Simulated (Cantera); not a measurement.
What does this Cantera script print?

```python
import numpy as np
import cantera as ct

gas_names = [...]  # 123 gases of nasa_gas.yaml made of C, H, O, Si
cond_names = """
    C(gr) C6H6(L) C7H8(L) C8H18(L),n-octa H2O(s) H2O(L) Si(cr) Si(L) SiC(b) SiO2(Lqz) SiO2(hqz) SiO2(L)
""".split()


# ... load() reads the species with a 1 bar reference pressure and builds the phases ...
atoms = {
    'SiC': {'Si': 1, 'C': 1},
    'CO2': {'C': 1, 'O': 2},
    'H2': {'H': 2},
}
top_T = {'C(gr)': 4500, 'SiC(b)': 3050}  # K; cautious upper limits of use, not melting points


# ... equilibrate(T, P, feed) seeds the gas with the atoms and calls Mixture.equilibrate('TP', solver="vcs", rtol=1e-11, max_steps=5000) ...
results = []
feed = {'SiC': 1, 'CO2': 0.34, 'H2': 58}  # mol
P = 133.322  # Pa
for T in [1050, 1150, 1250, 1350, 1450, 1550, 1650, 1750, 1850, 1950, 2050, 2150]:
    mix = equilibrate(T, P, feed)
    results.append((T, P, feed, dict(zip(mix.species_names, mix.species_moles))))
    x = sorted(zip(gas.X, gas.species_names), reverse=True)
    print(f"T = {T:g} K  P = {P:g} Pa  gas = {mix.phase_moles(0):.4g} mol")
    print("   x: " + "  ".join(f"{s} {v:.3e}" for v, s in x if v > 0.001))
    print("   condensed (mol): " + ("  ".join(f"{mix.phase(i).name} {mix.phase_moles(i):.4g}"
          for i in range(1, mix.n_phases) if mix.phase_moles(i) > 1e-12) or "none"))
```

Output:

```
T = 1050 K  P = 133.322 Pa  gas = 58.03 mol
   x: H2 9.994e-01
   condensed (mol): C(gr) 0.6291  SiC(b) 0.6755  SiO2(hqz) 0.3245
T = 1150 K  P = 133.322 Pa  gas = 58.45 mol
   x: H2 9.922e-01  CO 7.740e-03
   condensed (mol): SiC(b) 0.8861  SiO2(hqz) 0.1137
T = 1250 K  P = 133.322 Pa  gas = 58.47 mol
   x: H2 9.920e-01  CO 7.817e-03
   condensed (mol): SiC(b) 0.8828  SiO2(hqz) 0.1057
T = 1350 K  P = 133.322 Pa  gas = 58.68 mol
   x: H2 9.883e-01  CO 8.690e-03  SiO 2.897e-03
   condensed (mol): SiC(b) 0.83
T = 1450 K  P = 133.322 Pa  gas = 58.69 mol
   x: H2 9.882e-01  CO 8.690e-03  SiO 2.897e-03
   condensed (mol): SiC(b) 0.83
T = 1550 K  P = 133.322 Pa  gas = 58.71 mol
   x: H2 9.876e-01  CO 8.689e-03  SiO 2.894e-03
   condensed (mol): SiC(b) 0.8299
T = 1650 K  P = 133.322 Pa  gas = 58.75 mol
   x: H2 9.859e-01  CO 8.693e-03  SiO 2.880e-03  H 2.470e-03
   condensed (mol): SiC(b) 0.8292
T = 1750 K  P = 133.322 Pa  gas = 58.88 mol
   x: H2 9.819e-01  CO 8.755e-03  H 6.312e-03  SiO 2.795e-03
   condensed (mol): SiC(b) 0.8243
T = 1850 K  P = 133.322 Pa  gas = 59.17 mol
   x: H2 9.730e-01  H 1.455e-02  CO 9.107e-03  SiO 2.385e-03
   condensed (mol): SiC(b) 0.7996
T = 1950 K  P = 133.322 Pa  gas = 59.79 mol
   x: H2 9.546e-01  H 3.067e-02  CO 1.014e-02  Si 3.113e-03  SiO 1.237e-03
   condensed (mol): SiC(b) 0.7248
T = 2050 K  P = 133.322 Pa  gas = 60.87 mol
   x: H2 9.225e-01  H 5.968e-02  CO 1.091e-02  Si 5.728e-03
   condensed (mol): SiC(b) 0.5951
T = 2150 K  P = 133.322 Pa  gas = 63.01 mol
   x: H2 8.649e-01  H 1.074e-01  Si 1.330e-02  CO 1.067e-02  C2H2,acetylene 1.675e-03  SiC2 1.052e-03
   condensed (mol): C(gr) 0.2867
```

These are equilibrium values from Cantera (NASA tables, ideal gas, pure condensed phases), not measurements of a reactor. Mutual solubility and eutectic melting of coexisting phases are not modelled. The tables hold silica as quartz up to 1696 K and as liquid above; real silica turns to tridymite and cristobalite and melts near 1996 K. Gases not in the tables: Si2H6 and higher silanes.
